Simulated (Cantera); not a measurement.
Input: 1 mol Fe3O4, 1.6 mol CO, 7.2 mol N2, held at 0.323 Torr.

Method: chemical equilibrium by Gibbs-energy minimisation in Cantera with the NASA 1993 tables (ideal gas, pure condensed phases). Candidate condensed phases: C, Fe, Fe(CO)5, FeO, Fe2O3, Fe3O4; 27 gas species. The tables' stoichiometric FeO is somewhat more stable than real wüstite, so its field is too wide. FeO: taken at fixed stoichiometry. Rates play no part.

x: gas mole fraction; n: condensed amount in mol.

```tsv
T (°C)	x N2	x CO2	x CO	x Fe	x O2	n FeO(s)	n FeO(l)
650	0.818	0.114	0.0682	<1e-12	<1e-12	3.00	0
750	0.818	0.114	0.0682	(withheld)	<1e-12	3.00	0
850	0.818	0.114	0.0682	9.46e-10	<1e-12	3.00	0
950	0.818	0.114	0.0682	2.92e-8	5.69e-12	3.00	0
1050	0.818	0.114	0.0682	5.30e-7	3.74e-10	3.00	0
1150	0.818	0.114	0.0682	6.32e-6	1.36e-8	3.00	0
1250	0.818	0.114	0.0681	(withheld)	(withheld)	3.00	0
1350	0.818	0.114	0.0678	0.000348	4.73e-6	3.00	0
1450	0.817	0.115	0.0666	0.00163	5.53e-5	0	2.98
1550	0.812	0.117	0.0632	0.00594	0.000542	0	2.94
1650	0.796	0.118	0.0586	0.0184	0.00434	0	2.81
```

Fill in the missing entries.


- 1250, x Fe: 5.39e-5
- 1250, x O2: 3.06e-7
- 750, x Fe: 1.54e-11
